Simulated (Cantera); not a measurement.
An isothermal plug-flow reactor at 600 K and 2.66 atm (inlet), inlet velocity 0.63 m/s, active area per volume 3000 1/m; feed CO : O2 : N2 : H2O = 0.0058 : 0.037 : 0.79 : 0.042 (molar parts).

Model: Deutschmann's 1995 Pt surface mechanism with GRI-Mech 3.0 gas chemistry, integrated in Cantera. Catalytic surfaces can have several steady states; this one follows from the mechanism file's or the stated starting coverage. Mass transfer to the wall is taken as infinitely fast.

Problem. What does this change do: H2O 0.042 to 0.11 parts?

Solution. 
| quantity | before | after |
|---|---|---|
| x(CO) at z = 0.0056 m | 0.00546 | 0.00496 |
| x(O2) at z = 0.0056 m | 0.0417 | 0.0387 |
| x(H2O) at z = 0.0056 m | 0.0480 | 0.117 |
| x(CO2) at z = 0.0056 m | 0.00118 | 0.00119 |
| θ(free Pt) at the exit | 0.00834 | 0.00881 |
| θ(O*) at the exit | 0.0148 | 0.0153 |
| θ(OH*) at the exit | 0.00172 | 0.00281 |
| θ(CO*) at the exit | 0.975 | 0.973 |

Problem. What does this change do: N2 0.79 to 1.7 parts?

Solution. 
```csv
quantity,before,after
x(CO) at z = 0.0056 m,0.00546,0.00155
x(O2) at z = 0.0056 m,0.0417,0.0199
x(H2O) at z = 0.0056 m,0.0480,0.0236
x(CO2) at z = 0.0056 m,0.00118,0.00170
θ(free Pt) at the exit,0.00834,0.0243
θ(O*) at the exit,0.0148,0.0642
θ(OH*) at the exit,0.00172,0.00429
θ(CO*) at the exit,0.975,0.907
```

Problem. What does this change do: area per volume 3000 to 6600 1/m?

Solution. 
```csv
quantity,before,after
x(CO) at z = 0.0056 m,0.00546,0.00248
x(O2) at z = 0.0056 m,0.0417,0.0403
x(H2O) at z = 0.0056 m,0.0480,0.0481
x(CO2) at z = 0.0056 m,0.00118,0.00417
θ(free Pt) at the exit,0.00834,0.00437
θ(O*) at the exit,0.0148,0.982
θ(OH*) at the exit,0.00172,0.0102
θ(CO*) at the exit,0.975,0.00379
```
